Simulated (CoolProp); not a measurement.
A Linde-Hampson liquefier for nitrogen: isothermal reversible compression at 200 K from 1 atm to 40 MPa, throttling to 1 atm, return gas leaving the recuperator 5 K below the feed. Each further row changes one setting.

Model: reference Helmholtz-energy equation of state, Span 2000, in CoolProp.

```
case                        liquid yield per pass  compression work (kJ/kg of gas)
--------------------------  ---------------------  -------------------------------
as stated                                     ___                              340
high pressure 80 MPa                        0.177                              ___
warm-end temperature 230 K                    ___                              ___
warm-end gap 10 K                             ___                              340
```

Fill in the missing entries.


- as stated, liquid yield per pass: 0.245
- high pressure 80 MPa, compression work (kJ/kg of gas): 406
- warm-end temperature 230 K, liquid yield per pass: 0.178
- warm-end temperature 230 K, compression work (kJ/kg of gas): 403
- warm-end gap 10 K, liquid yield per pass: 0.233
